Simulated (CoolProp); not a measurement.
A simple Rankine cycle with R245fa: condensing at 309.15 K, boiler at 1.09 MPa, turbine inlet 371.6 K, turbine efficiency 0.6, pump efficiency 0.6, no recuperator. Each further row changes one setting.

Values from CoolProp's reference Helmholtz-energy equation of state, Akasaka 2015.

```json
[
 {"case": "as stated", "thermal efficiency (%)": "7.5", "net work (kJ/kg)": "17.2", "heat in (kJ/kg)": "229", "turbine exit temperature (K)": "?", "volume ratio over the turbine": "5.40"},
 {"case": "turbine inlet 391.6 K", "thermal efficiency (%)": "7.5", "net work (kJ/kg)": "18.9", "heat in (kJ/kg)": "253", "turbine exit temperature (K)": "360.2", "volume ratio over the turbine": "5.22"},
 {"case": "condensing temperature 301.15 K", "thermal efficiency (%)": "8.5", "net work (kJ/kg)": "?", "heat in (kJ/kg)": "240", "turbine exit temperature (K)": "?", "volume ratio over the turbine": "7.13"},
 {"case": "boiler pressure 0.763 MPa", "thermal efficiency (%)": "6.1", "net work (kJ/kg)": "14.3", "heat in (kJ/kg)": "?", "turbine exit temperature (K)": "348.0", "volume ratio over the turbine": "?"},
 {"case": "turbine efficiency 0.5", "thermal efficiency (%)": "6.2", "net work (kJ/kg)": "14.1", "heat in (kJ/kg)": "229", "turbine exit temperature (K)": "341.1", "volume ratio over the turbine": "?"}
]
```

### Question
Complete the blanks.

### Answer

- as stated, turbine exit temperature (K): 338.0
- condensing temperature 301.15 K, net work (kJ/kg): 20.3
- condensing temperature 301.15 K, turbine exit temperature (K): 333.6
- boiler pressure 0.763 MPa, heat in (kJ/kg): 236
- boiler pressure 0.763 MPa, volume ratio over the turbine: 3.59
- turbine efficiency 0.5, volume ratio over the turbine: 5.46
